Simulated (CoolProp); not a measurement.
C2F6 (R116) along the isobar 383 kPa: Z from the reference equation and from simpler models built on Tc = 293.0 K, pc = 3048 kPa, ω = 0.257; each cubic takes its own stable root.

Values from CoolProp's reference Helmholtz-energy equation of state, Lemmon 2006. It is a short technical equation, of lower accuracy than the large ones.

```tsv
T (K)	phase	reference	Soave-Redlich-Kwong	Peng-Robinson
192.1	liquid	0.02044	?	0.01889
225.4	gas	0.8878	0.8934	0.8875
258.6	gas	?	?	0.9271
291.9	gas	0.9562	0.9554	0.9506
325.2	gas	?	0.9697	0.9655
358.5	gas	0.9793	0.9793	0.9755
391.7	gas	0.9854	0.9858	0.9824
425	gas	0.9896	0.9904	0.9873
```

Q: Complete the blanks.

A: 
- 192.1, Soave-Redlich-Kwong: 0.02136
- 258.6, reference: 0.9326
- 258.6, Soave-Redlich-Kwong: 0.9325
- 325.2, reference: 0.9703
